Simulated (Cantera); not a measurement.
A Cantera script and what it prints.

```python
import numpy as np
import cantera as ct

gas_names = """
    CL CL2 H HCL H2 N NH NH2 NH3 N2 N2H2 N2H4 Si SiCL SiCL2 SiCL3 SiCL4 SiH SiHCL3 SiH2 SiH2CL2 SiH3
    SiH3CL SiH4 SiN Si2 Si2N Si3
""".split()
cond_names = """
    NH4CL(a) NH4CL(b) Si(cr) Si(L) Si3N4(a)
""".split()


# ... load() reads the species with a 1 bar reference pressure and builds the phases ...
atoms = {
    'SiH2Cl2': {'Si': 1, 'H': 2, 'CL': 2},
    'NH3': {'N': 1, 'H': 3},
    'H2': {'H': 2},
}
top_T = {'Si3N4(a)': 2400}  # K; cautious upper limits of use, not melting points


# ... equilibrate(T, P, feed) seeds the gas with the atoms and calls Mixture.equilibrate('TP', solver="vcs", rtol=1e-11, max_steps=5000) ...
results = []
feed = {'SiH2Cl2': 1, 'NH3': 0.41, 'H2': 1.3}  # mol
T = 1600  # K
P = 13332.2  # Pa
mix = equilibrate(T, P, feed)
results.append((T, P, feed, dict(zip(mix.species_names, mix.species_moles))))
print(gas.report(threshold=0.001))
for i in range(1, mix.n_phases):
    print(f"{mix.phase(i).name:16s} {mix.phase_moles(i):12.5e} mol")
```

Result:

```
       temperature   1600 K
          pressure   13332 Pa
           density   0.024521 kg/m^3
  mean mol. weight   24.468 kg/kmol
   phase of matter   gas

                          1 kg             1 kmol
                     ---------------   ---------------
          enthalpy            -96176       -2.3532e+06  J
   internal energy       -6.3987e+05       -1.5656e+07  J
           entropy             10171        2.4886e+05  J/K
    Gibbs function        -1.637e+07       -4.0053e+08  J
 heat capacity c_p            1543.8             37773  J/K
 heat capacity c_v              1204             29459  J/K

                      mass frac. Y      mole frac. X     chem. pot. / RT
                     ---------------   ---------------   ---------------
               HCL           0.24783           0.16632           -36.347
                H2          0.055051           0.66815           -21.211
                N2         0.0025686         0.0022434           -34.328
             SiCL2           0.57739           0.14272            -56.23
             SiCL3          0.079512          0.014472           -81.972
             SiCL4          0.025097         0.0036146           -107.71
            SiHCL3          0.011606         0.0020967           -92.577
     [  +21 minor]         0.0009463        0.00037733

Si(cr)            7.36896e-02 mol
Si3N4(a)          9.81554e-02 mol
```

Method: chemical equilibrium by Gibbs-energy minimisation in Cantera with the NASA 1993 tables (ideal gas, pure condensed phases). Mutual solubility and eutectic melting of coexisting phases are not modelled. The tables' values for SiCl3, SiCl are old estimates; treat these amounts as uncertain.
